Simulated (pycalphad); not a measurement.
An equivalent pycalphad script:

```python
from pycalphad import Database, equilibrium, calculate, variables as v
import numpy as np
db = Database('COST507.tdb')
comps = ['SI', 'CU', 'VA']
phases = ['BCC_A2', 'CU19SI6_ETA', 'CU33SI7_DELTA', 'CU4SI_EPSILON', 'CU56SI11_GAMMA', 'DIAMOND_A4', 'FCC_A1', 'HCP_A3', 'LIQUID']
eq = equilibrium(db, comps, phases, {v.X('CU'): 0.084, v.T: np.arange(1850, 499, -40), v.P: 101325, v.N: 1}, output=['HM', 'SM'])
```

CALPHAD calculation (pycalphad, COST 507 light-alloy database (1999)), 1 atm. The database dates from 1999; later assessments differ in places, in temperatures and in the compounds included. Amounts are mole fractions of atoms. Kinetics are ignored, which matters at the lower temperatures.

Results at three of the temperatures:

```
T = 1410.00 K, P = 101325 Pa, N = 1 mol of atoms
G = -55331 J/mol, H = 33878 J/mol, S = 63.27 J/(mol K)  (SER reference)
chemical potentials (J/mol): Si -51787, Cu -93978
phase             fraction      x(Si)      x(Cu)
DIAMOND_A4          0.7973     1.0000       none
LIQUID              0.2027     0.5856     0.4144
```

```
T = 1050.00 K, P = 101325 Pa, N = 1 mol of atoms
G = -34783 J/mol, H = 18695 J/mol, S = 50.93 J/(mol K)  (SER reference)
chemical potentials (J/mol): Si -32780, Cu -56623
phase             fraction      x(Si)      x(Cu)
DIAMOND_A4          0.8895     1.0000       none
CU19SI6_ETA         0.1105     0.2400     0.7600
```

```
T = 850.00 K, P = 101325 Pa, N = 1 mol of atoms
G = -25136 J/mol, H = 13439 J/mol, S = 45.38 J/(mol K)  (SER reference)
chemical potentials (J/mol): Si -23592, Cu -41963
phase             fraction      x(Si)      x(Cu)
DIAMOND_A4          0.8895     1.0000       none
CU19SI6_ETA         0.1105     0.2400     0.7600
```

Changes of the phase set, refined by bisection:

| T (°C) | phases above | phases below |
|---|---|---|
| 1368.5 | LIQUID | DIAMOND_A4 + LIQUID |
| 800.5 | DIAMOND_A4 + LIQUID | CU19SI6_ETA + DIAMOND_A4 |

Database names, with the compositions (at.%) that they take in these runs: CU19SI6_ETA: Cu 76 Si 24. DIAMOND_A4 is diamond (Si). An entry "none" or "no" means that the model of the phase leaves that element out. The hcp model here describes the intermediate κ phase of Cu-Si.
